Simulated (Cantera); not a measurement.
An isothermal, constant-pressure homogeneous reactor starts with NH3 : H2 = 1 : 1 (molar parts), at 1825 K and 38000 Pa. Integrator tolerance rtol = 1e-08.

Model: the gas-phase N/H chemistry of the illustrative SiF4/NH3 mechanism in the Surface Chemkin manual (1991), integrated in Cantera. Walls and surfaces, which speed up NH3 decomposition in real reactors, are not modelled.

**Question.** What does this change do: temperature 1825 to 1700 K?

**Answer.** 
```
quantity                                              before                                      after
-----------------  -----------------------------------------  -----------------------------------------
x(NH3) at 20.0 s     0.00108 (gas-phase equilibrium 3.24e-6)     0.0353 (gas-phase equilibrium 4.25e-6)
x(H2) at 20.0 s          0.832 (gas-phase equilibrium 0.833)        0.810 (gas-phase equilibrium 0.833)
x(N2H4) at 20.0 s    4.35e-12 (gas-phase equilibrium <1e-12)     1.17e-9 (gas-phase equilibrium <1e-12)
x(N2H2) at 20.0 s    9.31e-11 (gas-phase equilibrium <1e-12)     9.89e-9 (gas-phase equilibrium <1e-12)
x(H) at 20.0 s     0.000652 (gas-phase equilibrium 0.000656)  0.000174 (gas-phase equilibrium 0.000220)
x(N2) at 20.0 s          0.166 (gas-phase equilibrium 0.167)        0.155 (gas-phase equilibrium 0.167)
x(NH2) at 20.0 s     2.28e-6 (gas-phase equilibrium 6.92e-9)    1.93e-5 (gas-phase equilibrium 2.84e-9)
```

**Question.** What does this change do: pressure from 38000 Pa to 2670 Pa?

**Answer.** 
```
quantity                                              before                                     after
-----------------  -----------------------------------------  ----------------------------------------
x(NH3) at 20.0 s     0.00108 (gas-phase equilibrium 3.24e-6)    0.0318 (gas-phase equilibrium 2.27e-7)
x(H2) at 20.0 s          0.832 (gas-phase equilibrium 0.833)       0.812 (gas-phase equilibrium 0.831)
x(N2H4) at 20.0 s    4.35e-12 (gas-phase equilibrium <1e-12)   2.23e-10 (gas-phase equilibrium <1e-12)
x(N2H2) at 20.0 s    9.31e-11 (gas-phase equilibrium <1e-12)    6.47e-8 (gas-phase equilibrium <1e-12)
x(H) at 20.0 s     0.000652 (gas-phase equilibrium 0.000656)  0.000580 (gas-phase equilibrium 0.00248)
x(N2) at 20.0 s          0.166 (gas-phase equilibrium 0.167)       0.156 (gas-phase equilibrium 0.166)
x(NH2) at 20.0 s     2.28e-6 (gas-phase equilibrium 6.92e-9)   6.16e-5 (gas-phase equilibrium 1.83e-9)
```
